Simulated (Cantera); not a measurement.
Feed: 1 mol B, 51 mol H2, 0.28 mol N2, equilibrated at 1423 K and 73.0 Pa.

Equilibrium computed with Cantera from the NASA thermochemical tables; the gas is ideal and each condensed phase is pure. Candidate condensed phases: B, BN; 15 gas species. N2 is the only nitrogen source here; it is nearly inert below about 1500 K, so the nitride shown seldom forms there in practice. Mutual solubility and eutectic melting of coexisting phases are not modelled. Kinetics and transport are ignored.

Base state: H2 1.000, H 0.000246 (mole fractions); condensed: B(s) + BN(s).

### Question
What changes in the equilibrium state with this change: B replaced by BCl3?

### Answer
```
species       before     after
----------  --------  --------
H2             1.000     0.943
HCl                0    0.0568
H           0.000246  0.000239
BCl                0  0.000185
BCl3               0   3.14e-5
BCl2               0   1.19e-5
Cl                 0   1.18e-5
B(s), mol      0.440     0.428
BN(s), mol     0.560     0.560
```
The tables' values for BCl, BCl2 are old estimates; treat these amounts as uncertain. Further candidate phases: NH4Cl.
